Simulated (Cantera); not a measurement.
A Cantera script and its output.

```python
import numpy as np
import cantera as ct

surf = ct.Interface("diamond.yaml", "diamond_100")
gas, bulk = surf.adjacent["gas"], surf.adjacent["diamond"]
k = surf.kinetics_species_index(bulk.species_names[0])
cover = ["c6HH", "c6H*", "c6*H", "c6**", "c6HM", "c6B"]

rows, drift = [], 0.0
print(f"{'xH':>10s}{'um/h':>11s}" + "".join(f"{s:>11s}" for s in cover))
for v in [0.0001, 0.00022, 0.00046, 0.001, 0.0021, 0.0046, 0.01, 0.021, 0.046]:
    T, P, xH, xCH3 = 948, 10000, v, 0.0011
    gas.TPX = T, P, {"H": xH, "CH3": xCH3, "CH4": 0.017, "H2": 1 - xH - xCH3 - 0.017}
    surf.TP = bulk.TP = T, P
    surf.coverages = "c6H*:0.1, c6HH:0.9"
    surf.advance_coverages(100.0)
    before = surf.coverages
    surf.advance_coverages(100.0)
    drift = max(drift, np.max(np.abs(surf.coverages - before) / (surf.coverages + 1e-9)))
    rate = surf.net_production_rates[k] * bulk.mean_molecular_weight / bulk.density * 3.6e9
    rows.append([rate, *surf[cover].coverages])
    print(f"{v:10.4g}{rate:11.4e}" + "".join(f"{x:11.3e}" for x in rows[-1][1:]))
```

It prints:

```
        xH       um/h       c6HH       c6H*       c6*H       c6**       c6HM        c6B
    0.0001 3.8561e+00  1.129e-01  1.962e-03  4.689e-02  2.202e-04  6.452e-01  1.046e-08
   0.00022 7.6207e+00  1.679e-01  3.228e-03  7.712e-02  6.205e-04  5.779e-01  2.068e-08
   0.00046 1.3355e+01  2.459e-01  4.998e-03  1.194e-01  1.393e-03  4.831e-01  3.624e-08
     0.001 2.1472e+01  3.504e-01  7.362e-03  1.757e-01  2.639e-03  3.566e-01  5.827e-08
    0.0021 2.9605e+01  4.518e-01  9.663e-03  2.302e-01  3.968e-03  2.338e-01  8.034e-08
    0.0046 3.6498e+01  5.364e-01  1.161e-02  2.757e-01  5.128e-03  1.315e-01  9.904e-08
      0.01 4.0848e+01  5.892e-01  1.290e-02  3.039e-01  5.875e-03  6.766e-02  1.108e-07
     0.021 4.3188e+01  6.170e-01  1.374e-02  3.186e-01  6.291e-03  3.404e-02  1.172e-07
     0.046 4.4552e+01  6.319e-01  1.457e-02  3.261e-01  6.560e-03  1.602e-02  1.209e-07
```

Detailed kinetics in Cantera: the Harris–Goodwin 1993 mechanism for the reconstructed diamond (100) surface.
